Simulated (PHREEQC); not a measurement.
Solution (56 °C): 0.0018 mol/kgw HBr, 0.00012 mol/kgw ZnSO4 and 0.0027 mol/kgw MnSO4. Closed to the air; pH follows from the charge balance.

Model: ion-association model, phreeqc.dat, run in PHREEQC.

The ionic strength comes out as 0.0101 mol/kgw. What activity coefficients do Br-, Mn+2, Zn+2, SO4-2, H+ get?

Br- 0.89, Mn+2 0.66, Zn+2 0.65, SO4-2 0.65, H+ 0.91.

Precipitation was switched off in this run. At this temperature some constants are extrapolated from 25 °C, and those without enthalpy data are left unchanged.
